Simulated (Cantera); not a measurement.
**Stirred combustor or abatement burner**

A perfectly stirred reactor is fed with CH3OH : O2 : N2 = 1 : 2.88 : 10.8 (molar parts), equivalence ratio 0.52, at 19.0 bar; it is adiabatic with a 550 K inlet, and is followed from long to short residence time, starting on the burning branch (τ in s: 0.056, 0.025, 0.011, 0.0049, 0.0022, 0.00097, 0.00043, 0.00019, 8.5e-05, 3.8e-05, 1.7e-05, 7.5e-06, 3.3e-06).

Cantera simulation using GRI-Mech 3.0 (53 species, 325 reactions); the numbers are that mechanism's predictions, not measurements. GRI-Mech 3.0 was tuned for natural gas; its chemistry of methanol as a main component is partial and can be far from experiment. The pressure lies above the range GRI-Mech 3.0 was tuned for (to about 10 atm).

| τ (s) | T (K) | x CH3OH | x O2 | x C2H6 | x NO | x HCO | x O |
|---|---|---|---|---|---|---|---|
| 0.056 | 1775 | 1.57e-6 | 0.0909 | <1e-12 | 9.55e-6 | 3.22e-9 | 8.68e-6 |
| 0.025 | 1774 | 3.22e-6 | 0.0909 | <1e-12 | 5.84e-6 | 7.23e-9 | 1.06e-5 |
| 0.011 | 1773 | 6.49e-6 | 0.0910 | <1e-12 | 4.07e-6 | 1.65e-8 | 1.40e-5 |
| 0.0049 | 1770 | 1.27e-5 | 0.0911 | 2.24e-12 | 3.19e-6 | 3.70e-8 | 1.94e-5 |
| 0.0022 | 1765 | 2.49e-5 | 0.0914 | 5.37e-12 | 2.66e-6 | 8.26e-8 | 2.74e-5 |
| 0.00097 | 1755 | 5.14e-5 | 0.0920 | 1.42e-11 | 2.15e-6 | 1.88e-7 | 3.88e-5 |
| 0.00043 | 1731 | 0.000121 | 0.0936 | 4.92e-11 | 1.46e-6 | 4.30e-7 | 5.14e-5 |
| 0.00019 | 550 | 0.0681 | 0.196 | <1e-12 | <1e-12 | <1e-12 | <1e-12 |
| 8.5e-5 | 550 | 0.0681 | 0.196 | <1e-12 | <1e-12 | <1e-12 | <1e-12 |
| 3.8e-5 | 550 | 0.0681 | 0.196 | <1e-12 | <1e-12 | <1e-12 | <1e-12 |
| 1.7e-5 | 550 | 0.0681 | 0.196 | <1e-12 | <1e-12 | <1e-12 | <1e-12 |
| 7.5e-6 | 550 | 0.0681 | 0.196 | <1e-12 | <1e-12 | <1e-12 | <1e-12 |
| 3.3e-6 | 550 | 0.0681 | 0.196 | <1e-12 | <1e-12 | <1e-12 | <1e-12 |
x: mole fraction; the columns are a selection and need not sum to one.
